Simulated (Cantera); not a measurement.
What does this Cantera script print?

```python
import numpy as np
import cantera as ct

gas_names = """
    B BF BF2 BF3 BH BHF2 BH2 BH3 BN BO BOF BOF2 BO2 B2 B2O B2O2 B2O3 B3O3F3 B3O3H3 F FO FO2 F2 F2O H HBO
    HBO2 HF HNO HNO2 HNO3 HOF HO2 H2 H2F2 H2O H2O2 H3B3O6 H3F3 H4F4 H5F5 H6F6 H7F7 N NF NF2 NF3 NH NH2
    NH3 NH2OH NO NO2 NO3 N2 N2H2 N2H4 N2O O OH O2 O3
""".split()
cond_names = """
    B(b) B(L) BN(s) B2O3(L) B3O3H3(cr) H2O(s) H2O(L)
""".split()


def load(file, names, dense=False):
    # The tables refer to 1 bar. Condensed volumes are neglected.
    table = {s.name: s for s in ct.Species.list_from_file(file)}
    out = []
    for n in names:
        d = dict(table[n].input_data)
        d["thermo"] = dict(d["thermo"], **{"reference-pressure": 1e5})
        if dense:
            d["equation-of-state"] = {"model": "constant-volume", "density": "1e6 g/cm^3"}
        out.append(ct.Species.from_dict(d))
    return out


gas = ct.Solution(thermo="ideal-gas", species=load("nasa_gas.yaml", gas_names))
cond = {s.name: ct.Solution(thermo="fixed-stoichiometry", species=[s], name=s.name)
        for s in load("nasa_condensed.yaml", cond_names, dense=True)}
atoms = {
    'BN': {'B': 1, 'N': 1},
    'H2O': {'H': 2, 'O': 1},
    'HF': {'H': 1, 'F': 1},
}
top_T = {'BN(s)': 3200}  # K; cautious upper limits of use, not melting points


def equilibrate(T, P, feed):
    n = {}
    for name, mol in feed.items():
        for a, k in atoms[name].items():
            n[a] = n.get(a, 0.0) + k * mol
    gas.TPX = T, P, n
    mass = sum(n.values()) * gas.mean_molecular_weight
    gas.equilibrate("TP")
    valid = [c for c in cond.values() if c.min_temp <= T <= top_T.get(c.name, c.max_temp)]
    mix = ct.Mixture([(gas, mass / gas.mean_molecular_weight)] + [(c, 0.0) for c in valid])
    mix.T, mix.P = T, P
    mix.equilibrate("TP", solver="vcs", rtol=1e-11, max_steps=5000)
    return mix


results = []
feed = {'BN': 1, 'H2O': 12, 'HF': 4}  # mol
T = 948  # K
P = 133.322  # Pa
mix = equilibrate(T, P, feed)
results.append((T, P, feed, dict(zip(mix.species_names, mix.species_moles))))
x = sorted(zip(gas.X, gas.species_names), reverse=True)
print(f"T = {T:g} K  P = {P:g} Pa  gas = {mix.phase_moles(0):.4g} mol")
print("   x: " + "  ".join(f"{s} {v:.3e}" for v, s in x if v > 0.0001))
print("   condensed (mol): " + ("  ".join(f"{mix.phase(i).name} {mix.phase_moles(i):.4g}"
      for i in range(1, mix.n_phases) if mix.phase_moles(i) > 1e-12) or "none"))
```

Result:

```
T = 948 K  P = 133.322 Pa  gas = 16.4 mol
   x: H2O 6.580e-01  HF 2.065e-01  H2 9.149e-02  N2 3.050e-02  BF3 1.132e-02  B3O3F3 1.100e-03  H3B3O6 7.143e-04  BOF 2.588e-04  HBO2 1.840e-04
   condensed (mol): B2O3(L) 0.359
```

These are equilibrium values from Cantera (NASA tables, ideal gas, pure condensed phases), not measurements of a reactor. Gases not in the tables: H3BO3.
